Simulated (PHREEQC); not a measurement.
# Nickel, zinc or cadmium bath (model solution)

Dissolve 0.0014 mol CdSO4, 0.084 mol KCl and 0.0011 mol NiCl2 per kg of water at 25 °C. Closed to the air; pH follows from the charge balance.

All values are PHREEQC results (ion-association model, wateq4f.dat), not measurements.

This is a speciation only: nothing precipitates in the calculation.

Q: Predict the pH.

A: pH 6.26.

Q: In which forms is S present?

A: SO4-2 79 %, KSO4- 18 %, NiSO4 2.2 %, CdSO4 1.0 % of the S.
